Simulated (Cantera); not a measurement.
An adiabatic, constant-pressure homogeneous reactor starts with C3H8 : O2 : N2 = 1 : 2.78 : 10.4 (molar parts), at 1598 K and 1.00 atm. Integrator tolerance rtol = 1e-08.

Computed with Cantera and GRI-Mech 3.0 (53 species, 325 reactions). GRI-Mech 3.0 was tuned for natural gas; its chemistry of propane as a main component is partial and can be far from experiment.

Question: What does this change do: initial temperature 1598 to 1750 K?

Answer: 
| quantity | before | after |
|---|---|---|
| time of steepest temperature rise | 42.2 µs | 18.7 µs |
| temperature at 10.0 s | 2714 K | 2794 K |
| equilibrium temperature | 2714 K | 2794 K |
| x(C3H8) at 10.0 s | <1e-12 (gas-phase equilibrium <1e-12) | <1e-12 (gas-phase equilibrium <1e-12) |
| x(O2) at 10.0 s | 0.000299 (gas-phase equilibrium 0.000299) | 0.000548 (gas-phase equilibrium 0.000548) |
| x(CH2O) at 10.0 s | 6.01e-9 (gas-phase equilibrium 6.01e-9) | 5.92e-9 (gas-phase equilibrium 5.92e-9) |
| x(H) at 10.0 s | 0.0191 (gas-phase equilibrium 0.0191) | 0.0253 (gas-phase equilibrium 0.0253) |
| x(C2H4) at 10.0 s | <1e-12 (gas-phase equilibrium <1e-12) | <1e-12 (gas-phase equilibrium <1e-12) |
